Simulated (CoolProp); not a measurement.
Saturation properties of isopentane.

Model: reference Helmholtz-energy equation of state, Lemmon 2006, in CoolProp. It is a short technical equation, of lower accuracy than the large ones.

```json
[
 {"T (K)": "309", "p (bar)": "1.326", "liquid density (kg/m³)": "603.8", "vapour density (kg/m³)": "3.934", "enthalpy of vaporisation (kJ/kg)": "337.0", "surface tension (mN/m)": "13.3"},
 {"T (K)": "312.4", "p (bar)": "1.479", "liquid density (kg/m³)": "600.2", "vapour density (kg/m³)": "4.360", "enthalpy of vaporisation (kJ/kg)": "334.2", "surface tension (mN/m)": "12.9"},
 {"T (K)": "315.8", "p (bar)": "1.646", "liquid density (kg/m³)": "596.6", "vapour density (kg/m³)": "4.821", "enthalpy of vaporisation (kJ/kg)": "331.5", "surface tension (mN/m)": "12.6"},
 {"T (K)": "319.3", "p (bar)": "1.832", "liquid density (kg/m³)": "592.8", "vapour density (kg/m³)": "5.335", "enthalpy of vaporisation (kJ/kg)": "328.5", "surface tension (mN/m)": "12.2"},
 {"T (K)": "322.7", "p (bar)": "2.028", "liquid density (kg/m³)": "589.1", "vapour density (kg/m³)": "5.873", "enthalpy of vaporisation (kJ/kg)": "325.6", "surface tension (mN/m)": "11.8"},
 {"T (K)": "326.1", "p (bar)": "2.240", "liquid density (kg/m³)": "585.4", "vapour density (kg/m³)": "6.454", "enthalpy of vaporisation (kJ/kg)": "322.7", "surface tension (mN/m)": "11.5"},
 {"T (K)": "329.6", "p (bar)": "2.474", "liquid density (kg/m³)": "581.5", "vapour density (kg/m³)": "7.097", "enthalpy of vaporisation (kJ/kg)": "319.6", "surface tension (mN/m)": "11.1"},
 {"T (K)": "333", "p (bar)": "2.720", "liquid density (kg/m³)": "577.6", "vapour density (kg/m³)": "7.769", "enthalpy of vaporisation (kJ/kg)": "316.6", "surface tension (mN/m)": "10.8"},
 {"T (K)": "336.4", "p (bar)": "2.984", "liquid density (kg/m³)": "573.8", "vapour density (kg/m³)": "8.490", "enthalpy of vaporisation (kJ/kg)": "313.4", "surface tension (mN/m)": "10.4"},
 {"T (K)": "339.9", "p (bar)": "3.275", "liquid density (kg/m³)": "569.7", "vapour density (kg/m³)": "9.286", "enthalpy of vaporisation (kJ/kg)": "310.1", "surface tension (mN/m)": "10.1"},
 {"T (K)": "343.3", "p (bar)": "3.578", "liquid density (kg/m³)": "565.7", "vapour density (kg/m³)": "10.12", "enthalpy of vaporisation (kJ/kg)": "306.9", "surface tension (mN/m)": "9.74"}
]
```

It boils at 301.0 K under 1 atm.

Surface tension comes from a separate correlation (Mulero 2012).
